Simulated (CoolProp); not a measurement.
Properties of sulfur hexafluoride along the isobar 55 bar (Tc = 45.6 °C, pc = 37.55 bar, ω = 0.210).

Values from CoolProp's reference Helmholtz-energy equation of state, Guder 2009.

```csv
T (°C),phase,viscosity (µPa s),conductivity (mW/(m K))
8.95,liquid,184,63.3
33.05,liquid,?,55.3
57.25,supercritical,65.0,44.5
81.35,supercritical,29.0,29.4
105.45,supercritical,25.9,26.6
129.65,supercritical,?,26.8
153.75,supercritical,?,27.9
177.95,supercritical,25.9,29.4
202.05,supercritical,?,31.0
226.25,supercritical,27.0,32.8
250.35,supercritical,27.6,34.6
274.55,supercritical,?,?
```

Some entries are withheld; supply them.


- 33.05, viscosity (µPa s): 123
- 129.65, viscosity (µPa s): 25.4
- 153.75, viscosity (µPa s): 25.5
- 202.05, viscosity (µPa s): 26.4
- 274.55, viscosity (µPa s): 28.3
- 274.55, conductivity (mW/(m K)): 36.5

Viscosity comes from a separate model (Quiñones-Cisneros 2012). Thermal conductivity comes from a separate model (Assael 2012).
